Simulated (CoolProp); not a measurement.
Vapour-liquid equilibrium of R22 (1) + C3F8 (R218) (2) at -75.75 °C; x and y are mole fractions of (1).

Computed with CoolProp (multi-fluid Helmholtz-energy mixture model, Kamei 1995 and Lemmon 2006; pair parameters Bell 2016).

```json
[
 {"x": "0.05", "bubble pressure (MPa)": "0.01400", "y at the bubble point": "0.223", "dew pressure at overall composition x (MPa)": "0.01189", "liquid density (mol/L)": "9.561"},
 {"x": "0.2", "bubble pressure (MPa)": "0.01874", "y at the bubble point": "0.486", "dew pressure at overall composition x (MPa)": "0.01368", "liquid density (mol/L)": "10.30"},
 {"x": "0.35", "bubble pressure (MPa)": "0.02040", "y at the bubble point": "[?]", "dew pressure at overall composition x (MPa)": "0.01602", "liquid density (mol/L)": "11.16"},
 {"x": "0.5", "bubble pressure (MPa)": "0.02070", "y at the bubble point": "0.586", "dew pressure at overall composition x (MPa)": "[?]", "liquid density (mol/L)": "12.18"},
 {"x": "0.65", "bubble pressure (MPa)": "0.02071", "y at the bubble point": "[?]", "dew pressure at overall composition x (MPa)": "0.01966", "liquid density (mol/L)": "13.41"},
 {"x": "0.8", "bubble pressure (MPa)": "0.02045", "y at the bubble point": "0.608", "dew pressure at overall composition x (MPa)": "0.01687", "liquid density (mol/L)": "14.90"},
 {"x": "0.95", "bubble pressure (MPa)": "[?]", "y at the bubble point": "0.774", "dew pressure at overall composition x (MPa)": "0.01462", "liquid density (mol/L)": "[?]"}
]
```

Problem. Fill in the missing entries.

Solution. 
- 0.35, y at the bubble point: 0.564
- 0.5, dew pressure at overall composition x (MPa): 0.01905
- 0.65, y at the bubble point: 0.588
- 0.95, bubble pressure (MPa): 0.01731
- 0.95, liquid density (mol/L): 16.73

y crosses x between x = 0.5 and 0.65: the model has an azeotrope there.

The pair parameters rest on a limited set of measurements; away from them the model extrapolates. With so large a gap from Raoult's law the liquid may split in two, which this calculation doesn't test in full.
